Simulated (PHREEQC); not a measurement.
Solution (25 °C): 0.21 mol/kgw NH4Cl and 0.012 mol/kgw NaF. Closed to the air; pH follows from the charge balance.

All values are PHREEQC results (ion-association model, wateq4f.dat), not measurements.

This is a speciation only: nothing precipitates in the calculation.

**Question.** What pH, activity of water does the model give?

**Answer.** pH 5.59; activity of water 0.992.
